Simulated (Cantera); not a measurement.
A perfectly stirred reactor is fed with 1.13 % H₂, 51.2 % O₂, 47.6 % N₂, equivalence ratio 0.011, at 0.0340 bar; it is held at 1150 K, and followed from long to short residence time.

Model: the H2/O2 subset of GRI-Mech 3.0, which has no nitrogen chemistry, integrated in Cantera. Radical loss at walls, strong at low pressure, is not modelled.

x: mole fraction; the columns are a selection and need not sum to one.

```csv
τ (s),x H₂,x O₂,x H,x H₂O₂,x H₂O
3.1,2.91e-5,0.509,6.33e-6,2.89e-8,0.0112
1.3,[?],0.509,[?],[?],0.0112
0.58,7.55e-5,0.509,3.19e-5,4.35e-8,0.0111
0.25,[?],0.508,[?],[?],0.0110
0.11,0.000193,0.508,0.000143,6.19e-8,0.0108
0.046,0.000323,0.507,0.000288,7.53e-8,0.0106
0.020,0.000542,0.506,0.000512,9.31e-8,0.0101
0.0086,0.000949,0.506,0.000811,1.20e-7,0.00946
0.0037,0.00172,0.506,0.00110,1.56e-7,0.00842
```

### Question
Complete the blanks.

### Answer

- 1.3, x H₂: 4.79e-5
- 1.3, x H: 1.48e-5
- 1.3, x H₂O₂: 3.61e-8
- 0.25, x H₂: 0.000121
- 0.25, x H: 6.96e-5
- 0.25, x H₂O₂: 5.21e-8
